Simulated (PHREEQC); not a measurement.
Make-up at 25 °C: 0.0043 mol/kgw Cu(BF4)2 and 0.0018 mol/kgw HNO3. Closed to the air; pH follows from the charge balance.

All values are PHREEQC results (ion-association model, phreeqc.dat), not measurements.

Each row changes one thing in this solution. Precipitation was switched off in this run.

| case | pH | ionic strength (mol/kgw) | BF4- (mol/kgw) | HF (mol/kgw) | F- (mol/kgw) | H3BO3 (mol/kgw) |
|---|---|---|---|---|---|---|
| as made | 2.69 | 0.0150 | 0.00663 | 0.00404 | 0.00152 | 0.00117 |
| 0.00021 mol/kgw LiOH added | 2.72 | 0.0151 | 0.00662 | 0.00397 | 0.00159 | 0.00116 |
| diluted 10-fold with water | (withheld) | 0.00209 | 0.000136 | (withheld) | 0.00128 | 0.000655 |
| temperature from 25 to 50 °C | 2.76 | 0.0147 | 0.00603 | (withheld) | 0.00162 | 0.00161 |
| HNO3 from 0.0018 to 0.0009 mol/kgw | 2.81 | 0.0144 | 0.00656 | 0.00376 | 0.00185 | 0.00116 |

Problem. What belongs in the gaps?

Solution. 
- diluted 10-fold with water, pH: 3.11
- diluted 10-fold with water, HF (mol/kgw): 0.00142
- temperature from 25 to 50 °C, HF (mol/kgw): 0.00595

At this temperature some constants are extrapolated from 25 °C, and those without enthalpy data are left unchanged. Real BF4- forms and hydrolyses slowly; the run takes it at equilibrium.
